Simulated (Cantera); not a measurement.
Cantera run:

```python
import numpy as np
import cantera as ct

gas_names = """
    C CH CH2 CH3 CH4 C2 C2H C2H2,acetylene C2H2,vinylidene C2H3,vinyl C2H4 C2H5 C2H6 C3 C3H3,propargyl
    C3H4,allene C3H4,propyne C3H4,cyclo- C3H5,allyl C3H6,propylene C3H6,cyclo- C3H7,n-propyl
    C3H7,i-propyl C3H8 C4 C4H2 C4H4,1,3-cyclo- C4H6,butadiene C4H6,2-butyne C4H6,cyclo- C4H8,1-butene
    C4H8,cis2-buten C4H8,tr2-butene C4H8,isobutene C4H8,cyclo- C4H9,n-butyl C4H9,i-butyl C4H9,s-butyl
    C4H9,t-butyl C4H10,isobutane C4H10,n-butane C5 C5H6,1,3cyclo- C5H8,cyclo- C5H10,1-pentene
    C5H10,cyclo- C5H11,pentyl C5H11,t-pentyl C5H12,n-pentane C5H12,i-pentane CH3C(CH3)2CH3 C6H2
    C6H5,phenyl C6H6 C6H10,cyclo- C6H12,1-hexene C6H12,cyclo- C6H13,n-hexyl C7H7,benzyl C7H8
    C7H14,1-heptene C7H15,n-heptyl C7H16,n-heptane C8H8,styrene C8H10,ethylbenz C8H16,1-octene
    C8H17,n-octyl C8H18,isooctane C8H18,n-octane C9H19,n-nonyl C10H8,naphthale C10H21,n-decyl
    C12H9,o-bipheny C12H10,bipheny H H2
""".split()
cond_names = """
    C(gr) C6H6(L) C7H8(L) C8H18(L),n-octa
""".split()


def load(file, names, dense=False):
    # The tables refer to 1 bar. Condensed volumes are neglected.
    table = {s.name: s for s in ct.Species.list_from_file(file)}
    out = []
    for n in names:
        d = dict(table[n].input_data)
        d["thermo"] = dict(d["thermo"], **{"reference-pressure": 1e5})
        if dense:
            d["equation-of-state"] = {"model": "constant-volume", "density": "1e6 g/cm^3"}
        out.append(ct.Species.from_dict(d))
    return out


gas = ct.Solution(thermo="ideal-gas", species=load("nasa_gas.yaml", gas_names))
cond = {s.name: ct.Solution(thermo="fixed-stoichiometry", species=[s], name=s.name)
        for s in load("nasa_condensed.yaml", cond_names, dense=True)}
atoms = {
    'C2H2': {'C': 2, 'H': 2},
    'H2': {'H': 2},
}
top_T = {'C(gr)': 4500}  # K; cautious upper limits of use, not melting points


def equilibrate(T, P, feed):
    n = {}
    for name, mol in feed.items():
        for a, k in atoms[name].items():
            n[a] = n.get(a, 0.0) + k * mol
    gas.TPX = T, P, n
    mass = sum(n.values()) * gas.mean_molecular_weight
    gas.equilibrate("TP")
    valid = [c for c in cond.values() if c.min_temp <= T <= top_T.get(c.name, c.max_temp)]
    mix = ct.Mixture([(gas, mass / gas.mean_molecular_weight)] + [(c, 0.0) for c in valid])
    mix.T, mix.P = T, P
    mix.equilibrate("TP", solver="vcs", rtol=1e-11, max_steps=5000)
    return mix


results = []
T = 2850  # K
P = 5100000  # Pa
for m in [3.8, 4.8, 6, 7.6, 9.6, 12, 15, 19, 24, 30, 38]:
    feed = {'C2H2': 1, 'H2': m}  # mol
    mix = equilibrate(T, P, feed)
    results.append((T, P, feed, dict(zip(mix.species_names, mix.species_moles))))

top = {s: max(r[3][s] / sum(r[3][g] for g in gas_names) for r in results) for s in gas_names}
cols = sorted((s for s in top if top[s] > 1e-05), key=lambda s: -top[s])[:6]
seen = [c for c in cond_names if any(r[3].get(c, 0) > 1e-12 for r in results)]
print("log10 of partial pressures in bar; condensed amounts in mol")
print(f"{'n(H2)':>10s}" + "".join(f"{s[:9]:>10s}" for s in cols + seen))
for T, P, feed, n in results:
    ng = sum(n[g] for g in gas_names)
    print(f"{feed['H2']:10.4g}" + "".join(f"{np.log10(max(n[s] / ng * P / 1e5, 1e-99)):10.3f}" for s in cols)
          + "".join(f"{n.get(c, 0):10.4g}" for c in seen))
```

It prints:

```
log10 of partial pressures in bar; condensed amounts in mol
     n(H2)        H2 C2H2,acet         H       CH4       CH3      C4H2     C(gr)
       3.8     1.682     0.277    -0.171    -0.671    -1.307    -1.509     1.598
       4.8     1.682     0.277    -0.171    -0.671    -1.307    -1.509     1.514
         6     1.682     0.277    -0.171    -0.671    -1.307    -1.509     1.414
       7.6     1.682     0.277    -0.171    -0.671    -1.307    -1.509      1.28
       9.6     1.682     0.277    -0.171    -0.671    -1.307    -1.509     1.112
        12     1.682     0.277    -0.171    -0.671    -1.307    -1.509     0.911
        15     1.682     0.277    -0.171    -0.671    -1.307    -1.509    0.6596
        19     1.682     0.277    -0.171    -0.671    -1.307    -1.509    0.3246
        24     1.683     0.257    -0.171    -0.680    -1.316    -1.550         0
        30     1.686     0.162    -0.169    -0.721    -1.360    -1.743         0
        38     1.690     0.060    -0.167    -0.768    -1.407    -1.949         0
```

Equilibrium computed with Cantera from the NASA thermochemical tables; the gas is ideal and each condensed phase is pure. The ideal-gas law is rough above about 30 bar.
